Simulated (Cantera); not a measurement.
A closed system holds: 1 mol Fe2O3, 0.39 mol C, 2.3 mol H2, equilibrated at 1173.15 K and 0.133 bar.

Cantera equilibrium calculation (NASA polynomials, part measured and part estimated; ideal gas, pure solids and liquids). Candidate condensed phases: C, C6H6, C7H8, C8H18, Fe, Fe(CO)5, FeO, Fe(OH)2, Fe(OH)3, Fe2O3, Fe3O4, H2O; 114 gas species. The tables' stoichiometric FeO is somewhat more stable than real wüstite, so its field is too wide. FeO: taken at fixed stoichiometry. Kinetics and transport are ignored.

Base state: H2 0.656, H2O 0.199, CO 0.117, CO2 0.0279 (mole fractions); condensed: FeO(s).

Question: What changes in the equilibrium state with this change: temperature from 1173.15 K to 2023.15 K?

Answer: 
```
species       before     after
-----------  -------  --------
H2             0.656     0.576
H2O            0.199     0.272
CO             0.117     0.131
CO2           0.0279    0.0132
Fe             <1e-9   0.00354
OH             <1e-9  0.000194
FeO            <1e-9   3.51e-5
H            2.62e-7   0.00395
Fe(OH)2      5.55e-8  0.000119
FeO(s), mol     2.00         0
Fe(l), mol         0     0.152
FeO(l), mol        0      1.84
```
Each liquid is taken as pure. Mutual solubility and eutectic melting of coexisting phases are not modelled.

Question: What changes in the equilibrium state with this change: C from 0.39 to 2.3 mol?

Answer: 
```csv
species,before,after
CO,0.117,0.432
H2,0.656,0.416
H2O,0.199,0.0839
CO2,0.0279,0.0683
"FeO(s), mol",2.00,0
"Fe(α), mol",0,2.00
```

Question: What changes in the equilibrium state with this change: Fe2O3 replaced by MgO?

Answer: 
```json
[
 {"species": "H2", "before": "0.656", "after": "0.997"},
 {"species": "CH4", "before": "2.04e-6", "after": "0.00258"},
 {"species": "CO", "before": "0.117", "after": "5.45e-6"},
 {"species": "H2O", "before": "0.199", "after": "2.57e-8"},
 {"species": "CO2", "before": "0.0279", "after": "<1e-9"},
 {"species": "FeO(s), mol", "before": "2.00", "after": "0"},
 {"species": "C(graphite), mol", "before": "0", "after": "0.384"},
 {"species": "MgO(s), mol", "before": "0", "after": "1.000"}
]
```
Further candidate phases: Mg, MgCO3, MgO, Mg(OH)2.
